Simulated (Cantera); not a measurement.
Feed: 1 mol PbO, 0.48 mol O2, 41 mol H2, held at 1348.15 K.

These are equilibrium values from Cantera (NASA tables, ideal gas, pure condensed phases), not measurements of a reactor. Candidate condensed phases: H2O, Pb, PbO, PbO2, Pb3O4; 12 gas species. Kinetics and transport are ignored.

Task: At 6000 Pa, list the 3 most abundant gas species with their mole fractions, and the condensed phases.

Result: H2 0.930, H2O 0.0467, Pb 0.0238. Condensed: gas only.
